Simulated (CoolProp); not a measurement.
Vapour-liquid equilibrium of CHF3 (R23) (1) + R134a (2) at 184.6 K; x and y are mole fractions of (1).

Values from CoolProp's multi-fluid Helmholtz-energy mixture model, Penoncello 2003 and Tillner-Roth 1994; pair parameters Bell 2016.

```tsv
x	bubble pressure (MPa)	y at the bubble point	dew pressure at overall composition x (MPa)	liquid density (mol/L)
0.05	0.004972	0.665	0.001833	15.44
0.125	0.009755	0.842	0.001986	15.80
0.2	0.01451	0.902	0.002167	16.17
0.275	0.01929	0.933	0.002384	16.56
0.35	0.02412	0.952	0.002649	16.96
0.425	0.02901	0.964	0.002980	17.37
0.5	0.03398	0.973	0.003406	17.79
0.575	0.03903	0.980	0.003973	18.23
0.65	0.04414	0.986	0.004768	18.69
0.725	0.04930	0.990	0.005960	19.16
0.8	0.05450	0.993	0.007943	19.64
0.875	0.05972	0.996	0.01190	20.14
0.95	0.06493	0.999	0.02362	20.65
```

No azeotrope shows between x = 0.05 and 0.95.

Pair parameters are fitted to limited data, so mixtures are less certain than the pure fluids.
